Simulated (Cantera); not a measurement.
Input: 1 mol FeS, 4.5 mol H₂, 11 mol N₂, at 825 °C and 13.3 mbar.

Method: chemical equilibrium by Gibbs-energy minimisation in Cantera with the NASA 1993 tables (ideal gas, pure condensed phases). Candidate condensed phases: Fe, FeS, FeS₂, S; 16 gas species. Mutual solubility and eutectic melting of coexisting phases are not modelled. FeS: taken at fixed stoichiometry. Rates play no part.

Base state: N₂ 0.710, H₂ 0.290, H₂S 0.000653 (mole fractions); condensed: Fe(α) + FeS(s).

Q: What changes in the equilibrium state with this change: temperature from 825 °C to 1100 °C?

A: 
| species | before | after |
|---|---|---|
| N₂ | 0.710 | 0.710 |
| H₂ | 0.290 | 0.287 |
| H₂S | 0.000653 | 0.00283 |
| S₂ | 1.43e-7 | 0.000144 |
| SH | 3.71e-7 | 6.00e-5 |
| H | 1.15e-7 | 1.55e-5 |
| Fe(α), mol | 0.0101 | 0 |
| FeS(s), mol | 0.990 | 0.951 |
| Fe(γ), mol | 0 | 0.0492 |
Metal and sulfide melt together well below either melting point, which pure phases cannot show.
